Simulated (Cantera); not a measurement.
# Thermodynamics of tantalum, niobium, vanadium and zirconium in process gases, feed Zr + N2O

Input: 1 mol Zr, 1.6 mol N2O, equilibrated at 400000 Pa.

Method: chemical equilibrium by Gibbs-energy minimisation in Cantera with the NASA 1993 tables (ideal gas, pure condensed phases). Candidate condensed phases: Zr, ZrN, ZrO2; 13 gas species. Mutual solubility and eutectic melting of coexisting phases are not modelled. ZrN: taken at fixed stoichiometry. Condensed phases not in the tables: solid solutions among these carbides, nitrides and lower oxides. Kinetics and transport are ignored.

| T (K) | log p N2 | log p ZrO | log p NO | log p ZrO2 | log p N | log p O | log p Zr | n ZrN(s) | n ZrO2(monoclinic) | n ZrO2(tetragonal) |
|---|---|---|---|---|---|---|---|---|---|---|
| 798 | 0.60 | <-11 | <-11 | <-11 | <-11 | <-11 | <-11 | 0.200 | 0.800 | 0 |
| 948 | 0.60 | <-11 | <-11 | <-11 | <-11 | <-11 | <-11 | 0.200 | 0.800 | 0 |
| 1098 | 0.60 | <-11 | <-11 | <-11 | <-11 | <-11 | <-11 | 0.200 | 0.800 | 0 |
| 1248 | 0.60 | <-11 | <-11 | <-11 | <-11 | <-11 | <-11 | 0.200 | 0.800 | 0 |
| 1398 | 0.60 | <-11 | <-11 | <-11 | <-11 | <-11 | <-11 | 0.200 | 0.800 | 0 |
| 1548 | 0.60 | <-11 | <-11 | <-11 | <-11 | <-11 | <-11 | 0.200 | 0 | 0.800 |
| 1698 | 0.60 | <-11 | -10.51 | <-11 | -10.97 | <-11 | <-11 | 0.200 | 0 | 0.800 |
| 1848 | 0.60 | <-11 | -9.38 | <-11 | -9.77 | <-11 | <-11 | 0.200 | 0 | 0.800 |
| 1998 | 0.60 | -9.83 | -8.42 | -10.50 | -8.76 | -10.17 | <-11 | 0.200 | 0 | 0.800 |
| 2148 | 0.60 | -8.39 | -7.59 | -9.09 | -7.88 | -9.05 | <-11 | 0.200 | 0 | 0.800 |
| 2298 | 0.60 | -7.14 | -6.87 | -7.86 | -7.12 | -8.07 | -10.42 | 0.200 | 0 | 0.800 |
| 2448 | 0.60 | -6.05 | -6.24 | -6.79 | -6.45 | -7.20 | -9.10 | 0.200 | 0 | 0.800 |
| 2598 | 0.60 | -5.08 | -5.68 | -5.85 | -5.85 | -6.44 | -7.92 | 0.200 | 0 | 0.800 |
log p: log10 of the partial pressure in bar; n: condensed amount in mol.

From 798 K to 1398 K the condensed part is ZrN(s) + ZrO2(monoclinic). From 1548 K to 2598 K the condensed part is ZrN(s) + ZrO2(tetragonal).
